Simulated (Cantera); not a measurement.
SiO2 + MgO + H2 (silicates and aluminates)

Charge: 1 mol SiO2, 0.39 mol MgO, 14 mol H2, held at 2102 °C and 13.3 mbar.

Equilibrium computed with Cantera from the NASA thermochemical tables; the gas is ideal and each condensed phase is pure. Candidate condensed phases: H2O, Mg, MgO, Mg(OH)2, MgSiO3, Mg2SiO4, Si, SiO2; 24 gas species. The tables' values for MgH, SiO2 are old estimates; treat these amounts as uncertain. Kinetics and transport are ignored.

```json
{
 "x(H2)": "0.725",
 "x(H)": "0.104",
 "x(H2O)": "0.0830",
 "x(SiO)": "0.0615",
 "x(Mg)": "0.0238",
 "x(OH)": "0.00212",
 "x(O)": "0.000205",
 "x(MgOH)": "9.78e-5",
 "x(MgH)": "4.42e-5",
 "gas_amount": "16.25 mol",
 "log10 activity of Mg(l) (absent)": "-5.49",
 "log10 activity of Si(l) (absent)": "-5.66"
}
```
